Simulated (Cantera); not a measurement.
Charge: 1 mol n-butane, 0.27 mol NH3, equilibrated at 2450 K and 16.0 Pa.

Cantera equilibrium calculation (NASA polynomials, part measured and part estimated; ideal gas, pure solids and liquids). The numbers say what is thermodynamically allowed, not how fast it happens.

```json
[
 {"species": "H2", "before": "0.225", "after": "0.976"},
 {"species": "N2", "before": "0.0130", "after": "0.0244"},
 {"species": "CH4", "before": "1.32e-9", "after": "3.54e-5"},
 {"species": "H", "before": "0.753", "after": "1.91e-8"},
 {"species": "C2H2 (acetylene)", "before": "0.00196", "after": "<1e-9"},
 {"species": "C3", "before": "0.00140", "after": "<1e-9"},
 {"species": "CN", "before": "0.000607", "after": "<1e-9"},
 {"species": "C", "before": "0.000516", "after": "<1e-9"},
 {"species": "C2H", "before": "0.000423", "after": "<1e-9"},
 {"species": "HNC", "before": "0.000372", "after": "<1e-9"},
 {"species": "C(graphite), mol", "before": "3.87", "after": "4.00"}
]
```
Gas species are given as mole fractions.

What was changed between the two runs?
A) temperature from 2450 K to 923 K
B) pressure from 16.0 Pa to 101000 Pa
C) pressure from 16.0 Pa to 120 Pa
D) pressure from 16.0 Pa to 1000 Pa

A, temperature from 2450 K to 923 K
